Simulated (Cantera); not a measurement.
# Low-pressure radical oxidation in H2/O2

An isothermal, constant-pressure homogeneous reactor starts with H₂ : O₂ = 0.46 : 1 (molar parts), at 1100 K and 0.0132 atm.

Cantera simulation using GRI-Mech 3.0 (53 species, 325 reactions); the numbers are that mechanism's predictions, not measurements. Radical loss at walls, strong at low pressure, is not modelled. The temperature is held fixed by assumption; the heat of reaction is taken as removed at once.

```json
[
 {"t (s)": "0.000200", "x H₂": "0.315", "x O₂": "0.685", "x OH": "1.82e-9", "x H": "1.08e-8", "x HO₂": "5.07e-9", "x O": "3.72e-9"},
 {"t (s)": "0.000549", "x H₂": "0.315", "x O₂": "0.685", "x OH": "7.80e-8", "x H": "4.44e-7", "x HO₂": "1.65e-8", "x O": "1.64e-7"},
 {"t (s)": "0.00151", "x H₂": "0.299", "x O₂": "0.677", "x OH": "0.00137", "x H": "0.00808", "x HO₂": "4.82e-6", "x O": "0.00294"},
 {"t (s)": "0.00413", "x H₂": "0.0167", "x O₂": "0.561", "x OH": "0.00850", "x H": "0.0958", "x HO₂": "1.36e-5", "x O": "0.0541"},
 {"t (s)": "0.0113", "x H₂": "0.00667", "x O₂": "0.606", "x OH": "0.00543", "x H": "0.0189", "x HO₂": "1.60e-5", "x O": "0.0182"},
 {"t (s)": "0.0311", "x H₂": "0.000732", "x O₂": "0.624", "x OH": "0.00169", "x H": "0.000587", "x HO₂": "9.68e-6", "x O": "0.00187"},
 {"t (s)": "0.0854", "x H₂": "6.56e-5", "x O₂": "0.626", "x OH": "0.000506", "x H": "1.60e-5", "x HO₂": "2.27e-6", "x O": "0.000170"},
 {"t (s)": "0.234", "x H₂": "9.37e-6", "x O₂": "0.626", "x OH": "0.000199", "x H": "9.62e-7", "x HO₂": "4.59e-7", "x O": "2.61e-5"},
 {"t (s)": "0.643", "x H₂": "1.99e-6", "x O₂": "0.626", "x OH": "9.47e-5", "x H": "1.03e-7", "x HO₂": "1.15e-7", "x O": "5.89e-6"},
 {"t (s)": "1.76", "x H₂": "5.30e-7", "x O₂": "0.626", "x OH": "4.99e-5", "x H": "1.50e-8", "x HO₂": "3.40e-8", "x O": "1.64e-6"},
 {"t (s)": "4.84", "x H₂": "1.61e-7", "x O₂": "0.626", "x OH": "2.78e-5", "x H": "2.60e-9", "x HO₂": "1.18e-8", "x O": "5.09e-7"},
 {"t (s)": "13.3", "x H₂": "5.29e-8", "x O₂": "0.626", "x OH": "1.60e-5", "x H": "4.99e-10", "x HO₂": "5.48e-9", "x O": "1.70e-7"},
 {"t (s)": "36.4", "x H₂": "1.87e-8", "x O₂": "0.626", "x OH": "9.55e-6", "x H": "1.06e-10", "x HO₂": "4.36e-9", "x O": "6.02e-8"},
 {"t (s)": "100", "x H₂": "7.91e-9", "x O₂": "0.626", "x OH": "6.20e-6", "x H": "2.93e-11", "x HO₂": "5.18e-9", "x O": "2.54e-8"}
]
```
x: mole fraction; the columns are a selection and need not sum to one.

Equilibrium at this temperature and pressure: H₂ 5.43e-9, O₂ 0.626, OH 5.10e-6, H 1.66e-11, HO₂ 5.94e-9, O 1.72e-8 (gas phase only).
